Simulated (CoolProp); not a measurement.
The numbers come from the reference Helmholtz-energy equation of state, Lemmon 2000 in CoolProp. It is a pseudo-pure fit of the blend.

Problem. For dry air, give the phase and the viscosity (µPa s) at 154.95 °C and 7.86 bar; 716.45 °C and 0.15 bar.

Solution. 
- 154.95 °C and 7.86 bar: gas; viscosity 24.3
- 716.45 °C and 0.15 bar: gas; viscosity 43.0

Viscosity comes from a separate model (Lemmon 2004).
